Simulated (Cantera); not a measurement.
Input: 1 mol SiO2, 0.45 mol CH4, 9 mol H2, at 750 °C and 133 Pa.

Equilibrium computed with Cantera from the NASA thermochemical tables; the gas is ideal and each condensed phase is pure. Candidate condensed phases: C, C6H6, C7H8, C8H18, H2O, Si, SiC, SiO2; 123 gas species. Mutual solubility and eutectic melting of coexisting phases are not modelled. Equilibrium is a limit: real reactors are often held back by kinetics, nucleation or transport.

### Question
What is the equilibrium state?

### Answer
| Item | Value |
|---|---|
| x(H2) | 1.000 |
| x(CO) | 0.000213 |
| x(CH4) | 1.00e-4 |
| n(C(graphite)) | 0.446 mol |
| n(SiC(s)) | 0.00106 mol |
| n(SiO2(β-quartz)) | 0.999 mol |
| gas amount | 9.901 mol |
| log10 activity of Si(s) (absent) | -3.32 |
